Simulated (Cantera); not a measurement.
An adiabatic, constant-volume homogeneous reactor starts with 7.52 % CH₄, 7.07 % CO, 16.9 % O₂, 63.5 % N₂, 4.97 % H₂, at 1175 K and 18.0 bar.

Cantera simulation using GRI-Mech 3.0 (53 species, 325 reactions); the numbers are that mechanism's predictions, not measurements. The pressure lies above the range GRI-Mech 3.0 was tuned for (to about 10 atm). Above 3000 K some thermodynamic fits are extrapolated.

### Question
Predict: time of steepest temperature rise; temperature at 1.00 s; equilibrium temperature; x(CO) at 1.00 s; x(O₂) at 1.00 s; x(CH₂O) at 1.00 s.

### Answer
- time of steepest temperature rise: 0.238 ms
- temperature at 1.00 s: 3085 K
- equilibrium temperature: 3085 K
- x(CO) at 1.00 s: 0.0766 (gas-phase equilibrium 0.0766)
- x(O₂) at 1.00 s: 0.00357 (gas-phase equilibrium 0.00357)
- x(CH₂O) at 1.00 s: 3.58e-8 (gas-phase equilibrium 3.58e-8)
